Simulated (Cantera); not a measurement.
# Equilibrium for boron, boron nitride and boron oxide: B2O3 + H2 + N2

Feed: 1 mol B2O3, a varied amount of H2, 160 mol N2, equilibrated at 90.0 Pa.

Cantera equilibrium calculation (NASA polynomials, part measured and part estimated; ideal gas, pure solids and liquids). Candidate condensed phases: B, BN, B2O3, B3O3H3, H2O; 39 gas species. N2 is the only nitrogen source here; it is nearly inert below about 1500 K, so the nitride shown seldom forms there in practice. Mutual solubility and eutectic melting of coexisting phases are not modelled. Rates play no part.

### Question
Map the stable condensed phases over T = 1100, 1150, 1200, 1250, 1300, 1350, 1400, 1450, 1500, 1550 K and n(H2) in mol = 15, 18, 22, 27, 34, 41, 51, 63.

### Answer
```
T in K \ n(H2) in mol
         15 18 22 27 34 41 51 63
   1550   A  A  A  A  A  A  A  A
   1500   A  A  A  A  A  A  A  A
   1450   B  B  B  B  B  B  B  A
   1400   C  C  C  C  B  B  B  B
   1350   C  C  C  C  C  C  C  C
   1300   C  C  C  C  C  C  C  C
   1250   C  C  C  C  C  C  C  C
   1200   C  C  C  C  C  C  C  C
   1150   C  C  C  C  C  C  C  C
   1100   C  C  C  C  C  C  C  C
```
A: gas only; B: BN; C: BN + B2O3.
